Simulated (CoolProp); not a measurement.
A single-stage vapour-compression cycle with propylene: evaporating at 221.15 K (dew point), condensing at 281.15 K (bubble point), superheat 10 K, subcooling 5 K, compressor efficiency 0.65, no pressure losses. Each further row changes one setting.

Values from CoolProp's reference Helmholtz-energy equation of state, Lemmon 2013.

```tsv
case	cooling COP	pressure ratio	discharge temperature (K)	refrigerating effect (kJ/kg)	volumetric capacity (kJ/m³)
as stated	1.92	8.91	351.9	330	614
evaporating temperature 226.15 K	2.19	7.07	344.8	336	774
condensing temperature 276.15 K	2.15	7.72	343.9	342	637
subcooling 10 K	1.99	8.91	351.9	342	636
superheat 20 K	1.91	8.91	363.4	344	610
compressor efficiency 0.55	1.62	8.91	368.9	330	614
```
